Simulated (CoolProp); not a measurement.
Properties of chlorine along the isobar 0.437 MPa.

Values from CoolProp's reference Helmholtz-energy equation of state, Thol 2021.

```
T (K)  phase  density (kg/m³)  speed of sound (m/s)  Joule-Thomson coefficient (K/MPa)  expansivity (1/kK)  fugacity coefficient
-----  -----  ---------------  --------------------  ---------------------------------  ------------------  --------------------
305.6    gas            12.87                 211.2                              28.23               3.904                0.9502
313.7    gas            12.48                 214.4                              26.42               3.743                0.9543
321.7    gas            12.12                 217.5                              24.79               3.600                0.9580
329.8    gas            11.77                 220.6                              23.28               3.468                0.9612
337.9    gas            11.45                 223.5                              21.90               3.347                0.9642
346      gas            11.15                 226.4                              20.64               3.237                0.9669
354      gas            10.87                 229.3                              19.49                   ?                0.9692
362.1    gas            10.60                 232.1                              18.42                   ?                0.9714
370.2    gas            10.35                     ?                              17.43               2.954                0.9734
378.2    gas            10.11                 237.5                              16.54               2.873                0.9752
386.3    gas            9.881                 240.2                              15.70               2.796                0.9768
394.4    gas            9.663                 242.8                              14.92               2.724                0.9783
402.5    gas            9.455                 245.5                              14.21               2.657                0.9797
410.5    gas            9.258                 248.0                              13.55               2.594                0.9809
418.6    gas            9.068                 250.5                              12.94               2.534                0.9821
```

Question: Fill in the missing entries.

Answer: 
- 354, expansivity (1/kK): 3.136
- 362.1, expansivity (1/kK): 3.042
- 370.2, speed of sound (m/s): 234.8
